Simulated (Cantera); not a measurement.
# Catalytic stagnation flow on Pt

A jet of CH4 : O2 : N2 = 0.038 : 0.1 : 0.79 (molar parts), equivalence ratio 0.76 at 300 K and 0.0237 atm hits a platinum plate 8.8 cm away at a mass flux of 0.025 kg/m²/s; the plate temperature is set and raised in steps from an oxygen-covered start.

Model: Deutschmann's 1995 Pt surface mechanism with GRI-Mech 3.0 gas chemistry, integrated in Cantera. Catalytic surfaces can have several steady states; this one follows from the mechanism file's or the stated starting coverage.

| plate T (K) | wall x CH4 | wall x O2 | wall x H2O | wall x OH | wall x CO | wall x CO2 | θ free Pt | θ O* |
|---|---|---|---|---|---|---|---|---|
| 850 | 0.0307 | 0.0859 | 0.0193 | 1.40e-8 | 1.03e-5 | 0.0126 | 0.215 | 0.784 |
| 900 | 0.0243 | 0.0722 | 0.0312 | 5.44e-8 | 1.19e-5 | 0.0204 | 0.298 | 0.701 |
| 950 | 0.0186 | 0.0602 | 0.0417 | 1.67e-7 | 1.30e-5 | 0.0273 | 0.385 | 0.614 |
| 1000 | 0.0144 | 0.0513 | 0.0495 | 4.48e-7 | 1.42e-5 | 0.0325 | 0.471 | 0.528 |
| 1050 | 0.0115 | 0.0452 | 0.0545 | 1.05e-6 | 1.58e-5 | 0.0360 | 0.553 | 0.447 |
| 1100 | 0.00948 | 0.0410 | 0.0582 | 2.25e-6 | 1.81e-5 | 0.0385 | 0.627 | 0.372 |
x: mole fraction at the wall; θ: surface coverage.
